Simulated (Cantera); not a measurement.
An isothermal, constant-pressure homogeneous reactor starts with 0.126 % CO, 3.19 % O2, 0.0570 % H2O, 96.6 % N2, equivalence ratio 0.020, at 1300 K and 2.50 bar.

Computed with Cantera and GRI-Mech 3.0 (53 species, 325 reactions).

x: mole fraction; the columns are a selection and need not sum to one.

| t (s) | x CO | x O2 | x H2O | x H2 | x HO2 | x O | x NO |
|---|---|---|---|---|---|---|---|
| 5.00e-6 | 0.00126 | 0.0319 | 0.000570 | <1e-12 | <1e-12 | 1.07e-10 | <1e-12 |
| 1.37e-5 | 0.00126 | 0.0319 | 0.000570 | <1e-12 | 2.58e-12 | 2.92e-10 | <1e-12 |
| 3.78e-5 | 0.00126 | 0.0319 | 0.000570 | <1e-12 | 7.38e-12 | 7.99e-10 | <1e-12 |
| 0.000104 | 0.00126 | 0.0319 | 0.000570 | <1e-12 | 2.56e-11 | 2.18e-9 | <1e-12 |
| 0.000285 | 0.00126 | 0.0319 | 0.000570 | 1.06e-12 | 1.65e-10 | 6.10e-9 | <1e-12 |
| 0.000783 | 0.00126 | 0.0319 | 0.000570 | 1.92e-11 | 2.01e-9 | 2.13e-8 | <1e-12 |
| 0.00215 | 0.00126 | 0.0319 | 0.000570 | 5.86e-10 | (withheld) | (withheld) | <1e-12 |
| 0.00592 | 0.00118 | 0.0318 | 0.000565 | 3.40e-7 | 1.34e-6 | 2.58e-5 | 3.58e-10 |
| 0.0163 | (withheld) | 0.0315 | 0.000565 | (withheld) | (withheld) | (withheld) | (withheld) |
| 0.0447 | 0.000144 | 0.0313 | 0.000568 | 1.06e-7 | 4.58e-7 | 6.31e-6 | 1.26e-7 |
| 0.123 | 1.98e-5 | 0.0313 | 0.000569 | 1.49e-8 | 9.88e-8 | 1.15e-6 | 1.96e-7 |
| 0.337 | 1.55e-6 | 0.0313 | 0.000570 | 1.98e-9 | 1.26e-8 | 1.92e-7 | 2.25e-7 |
| 0.927 | 5.83e-8 | 0.0313 | 0.000570 | 3.90e-10 | 1.95e-9 | 4.34e-8 | 2.33e-7 |
| 2.55 | 1.07e-9 | 0.0313 | 0.000570 | 1.81e-10 | 8.66e-10 | 2.03e-8 | 2.35e-7 |
| 7.00 | 6.92e-10 | 0.0313 | 0.000570 | 1.78e-10 | 8.53e-10 | 1.99e-8 | 2.35e-7 |

Question: What belongs in the gaps?

Answer: 
- 0.00215, x HO2: 4.40e-8
- 0.00215, x O: 2.26e-7
- 0.0163, x CO: 0.000559
- 0.0163, x H2: 4.51e-7
- 0.0163, x HO2: 1.11e-6
- 0.0163, x O: 2.22e-5
- 0.0163, x NO: 3.65e-8
